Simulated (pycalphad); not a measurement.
All values are pycalphad results on the COST 507 light-alloy database (1999) (1 atm), not direct measurements. The data set is of 1999 and partly superseded. Amounts are mole fractions of atoms.

Q: Give the equilibrium state of Mn-20.4Si (at.%) at 775 K.

A: MN9SI2, fraction 0.613, with 17.5 Si at.%; MN3SI, fraction 0.387, with 25.0 Si at.%.

Database names, with the compositions (at.%) that they take in these runs: MN9SI2: Mn 82 Si 18; MN3SI: Mn 75 Si 25.
